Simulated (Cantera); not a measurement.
An isothermal, constant-pressure homogeneous reactor starts with 40.0 % C2H6, 60.0 % N2, at 1750 K and 975 Torr.

Model: GRI-Mech 3.0 (53 species, 325 reactions), integrated in Cantera. GRI-Mech 3.0 stops at C3 and has no aromatics, soot or wall deposition, so with more carbon than oxygen in the feed, carbon stays in small species such as C2H2 where larger ones or solid carbon would form.

Predict: x(C2H6) at 20.0 s; x(CH2) at 20.0 s; x(C2H) at 20.0 s; x(H) at 20.0 s; x(C2H4) at 20.0 s.


```
Property                                               Value
-----------------  -----------------------------------------
x(C2H6) at 20.0 s    3.73e-6 (gas-phase equilibrium 2.72e-6)
x(CH2) at 20.0 s     3.07e-8 (gas-phase equilibrium 2.61e-8)
x(C2H) at 20.0 s     4.76e-7 (gas-phase equilibrium 3.41e-7)
x(H) at 20.0 s     0.000134 (gas-phase equilibrium 0.000135)
x(C2H4) at 20.0 s    0.00396 (gas-phase equilibrium 0.00287)
```
